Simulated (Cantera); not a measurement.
**Pyrogenic steam for wet oxidation**

A perfectly stirred reactor is fed with 45.7 % H2, 30.5 % O2, 23.8 % N2, at 0.200 bar; it is held at 1400 K, and followed from long to short residence time.

Cantera simulation using GRI-Mech 3.0 (53 species, 325 reactions); the numbers are that mechanism's predictions, not measurements. The temperature is held fixed by assumption; the heat of reaction is taken as removed at once.

```json
[
 {"τ (s)": "6.5", "x H2": "0.000119", "x O2": "0.0987", "x H": "4.77e-6", "x H2O": "0.592", "x H2O2": "2.04e-7", "x NO2": "2.92e-9"},
 {"τ (s)": "2.8", "x H2": "0.000209", "x O2": "0.0987", "x H": "1.11e-5", "x H2O": "0.592", "x H2O2": "3.07e-7", "x NO2": "2.68e-9"},
 {"τ (s)": "1.2", "x H2": "0.000370", "x O2": "0.0986", "x H": "2.63e-5", "x H2O": "0.592", "x H2O2": "4.54e-7", "x NO2": "2.08e-9"},
 {"τ (s)": "0.49", "x H2": "0.000674", "x O2": "0.0986", "x H": "6.50e-5", "x H2O": "0.591", "x H2O2": "6.73e-7", "x NO2": "1.41e-9"},
 {"τ (s)": "0.21", "x H2": "0.00119", "x O2": "0.0987", "x H": "0.000153", "x H2O": "0.590", "x H2O2": "9.54e-7", "x NO2": "9.67e-10"},
 {"τ (s)": "0.088", "x H2": "0.00211", "x O2": "0.0988", "x H": "0.000367", "x H2O": "0.588", "x H2O2": "1.33e-6", "x NO2": "7.17e-10"},
 {"τ (s)": "0.037", "x H2": "0.00371", "x O2": "0.0992", "x H": "0.000871", "x H2O": "0.585", "x H2O2": "1.82e-6", "x NO2": "6.06e-10"},
 {"τ (s)": "0.016", "x H2": "0.00633", "x O2": "0.0998", "x H": "0.00199", "x H2O": "0.579", "x H2O2": "2.39e-6", "x NO2": "5.66e-10"},
 {"τ (s)": "0.0067", "x H2": "0.0108", "x O2": "0.101", "x H": "0.00460", "x H2O": "0.570", "x H2O2": "3.06e-6", "x NO2": "5.54e-10"},
 {"τ (s)": "0.0028", "x H2": "0.0181", "x O2": "0.104", "x H": "0.0104", "x H2O": "0.553", "x H2O2": "3.74e-6", "x NO2": "5.53e-10"}
]
```
x: mole fraction; the columns are a selection and need not sum to one.
